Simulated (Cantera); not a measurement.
Thermodynamics of silicon epitaxy and polysilicon growth, feed SiCl₄ + HCl + H₂

Feed: 1 mol SiCl₄, 0.66 mol HCl, a varied amount of H₂, equilibrated at 1102 °C and 0.160 bar.

Equilibrium computed with Cantera from the NASA thermochemical tables; the gas is ideal and each condensed phase is pure. Candidate condensed phases: Si; 19 gas species. The tables' values for SiCl₃ are old estimates; treat these amounts as uncertain. The numbers say what is thermodynamically allowed, not how fast it happens.

From 13 mol H₂ to 19 mol H₂ nothing is condensed. From 27 mol H₂ to 460 mol H₂ the condensed part is Si(s). The main Si-bearing gas is SiCl₂ throughout.

```csv
n(H₂) (mol),log p H₂,log p HCl,log p SiCl₂,log p SiCl₄,log p SiCl₃,log p SiHCl₃,log p SiH₂Cl₂,n Si(s)
13,-0.89,-1.70,-2.29,-2.59,-2.77,-2.97,-4.18,0
19,-0.86,-1.81,-2.36,-2.89,-2.96,-3.14,-4.23,0
27,-0.85,-1.89,-2.48,-3.20,-3.17,-3.35,-4.33,0.0617
38,-0.84,-1.97,-2.64,-3.53,-3.42,-3.59,-4.48,0.181
55,-0.83,-2.06,-2.84,-3.93,-3.72,-3.88,-4.67,0.319
78,-0.82,-2.17,-3.06,-4.35,-4.03,-4.20,-4.87,0.448
110,-0.81,-2.28,-3.28,-4.80,-4.37,-4.53,-5.09,0.565
160,-0.81,-2.41,-3.55,-5.34,-4.77,-4.93,-5.36,0.674
230,-0.80,-2.54,-3.82,-5.89,-5.19,-5.34,-5.63,0.759
320,-0.80,-2.67,-4.08,-6.40,-5.57,-5.73,-5.88,0.820
460,-0.80,-2.82,-4.38,-6.99,-6.02,-6.17,-6.18,0.871
```
log p: log10 of the partial pressure in bar; n: condensed amount in mol.
